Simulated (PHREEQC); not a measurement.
Consider water at 64 °C with 0.24 mol/kgw H2SO4, 0.023 mol/kgw Fe(NO3)3 and 0.052 mol/kgw CuSO4. Closed to the air; pH follows from the charge balance.

Equilibrium calculation in PHREEQC: ion-association model, wateq4f.dat.

Each row changes one thing in this solution. This is a speciation only: nothing precipitates in the calculation.

```
case                                  pH  ionic strength (mol/kgw)  HSO4- (mol/kgw)  Cu+2 (mol/kgw)  SO4-2 (mol/kgw)  FeHSO4+2 (mol/kgw)  SI of Goethite (FeOOH)  SI of Chalcanthite (CuSO4:5H2O)
----------------------------------  ----  ------------------------  ---------------  --------------  ---------------  ------------------  ----------------------  -------------------------------
as made                             0.77                     0.425            0.242          0.0431           0.0185              0.0126                   +0.35                            -1.93
diluted 5-fold with water           1.37                    0.0922           0.0430         0.00802          0.00850            0.000950                   +1.86                            -2.52
temperature from 64 to 50 °C        0.75                     0.432            0.234               ?           0.0242              0.0120                   -0.11                            -1.76
diluted 10-fold with water          1.62                    0.0495           0.0197         0.00397          0.00603            0.000254                   +2.45                            -2.80
CuSO4 from 0.052 to 0.0572 mol/kgw  0.78                     0.435            0.245          0.0473           0.0192              0.0125                   +0.36                                ?
CuSO4 from 0.052 to 0.026 mol/kgw   0.73                         ?            0.224          0.0219                ?                   ?                   +0.29                            -2.27
```

Question: What belongs in the gaps?

Answer: 
- temperature from 64 to 50 °C, Cu+2 (mol/kgw): 0.0411
- CuSO4 from 0.052 to 0.0572 mol/kgw, SI of Chalcanthite (CuSO4:5H2O): -1.88
- CuSO4 from 0.052 to 0.026 mol/kgw, ionic strength (mol/kgw): 0.377
- CuSO4 from 0.052 to 0.026 mol/kgw, SO4-2 (mol/kgw): 0.0152
- CuSO4 from 0.052 to 0.026 mol/kgw, FeHSO4+2 (mol/kgw): 0.0132

Some of these states are supersaturated (in Hematite (slow to form), Goethite (slow to form), for instance). Constants without temperature data keep their 25 °C values here.
